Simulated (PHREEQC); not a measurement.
## Reverse-osmosis permeate: speciation

Synthetic water in mg/L, 25 °C, pH 6.5, pe 11.3: Na 2.07; K 0.708; Ca 1.42; Mg 1.13; Cl 4.01; S(6) as SO4 0.756; Alkalinity as HCO3 8.47; Cd 0.0494; O(0) (dissolved oxygen) 0.00699; N(5) as NO3 0.0569.

Valence states are taken as typed.

Model: ion-association model, phreeqc.dat, run in PHREEQC.

- ionic strength: 0.000360 mol/kgw
- charge-balance error: 0.8 %

| species | molality | activity | log γ |
|---|---|---|---|
| HCO3- | 0.000139 | 0.000136 | -0.009 |
| Cl- | 0.000113 | 0.000111 | -0.009 |
| CO2 | 9.67e-5 | 9.67e-5 | 0.000 |
| Na+ | 9.00e-5 | 8.81e-5 | -0.009 |
| Mg+2 | 4.63e-5 | 4.25e-5 | -0.037 |
| Ca+2 | 3.53e-5 | 3.24e-5 | -0.038 |
| K+ | 1.81e-5 | 1.77e-5 | -0.009 |
| SO4-2 | 7.75e-6 | 7.11e-6 | -0.038 |
| NO3- | 9.18e-7 | 8.98e-7 | -0.010 |
| Cd+2 | 4.33e-7 | 3.96e-7 | -0.038 |
| H+ | 3.23e-7 | 3.16e-7 | -0.009 |
| O2 | 2.18e-7 | 2.19e-7 | 0.000 |
| MgSO4 | 7.09e-8 | 7.09e-8 | 0.000 |

This is a speciation only: nothing precipitates in the calculation.
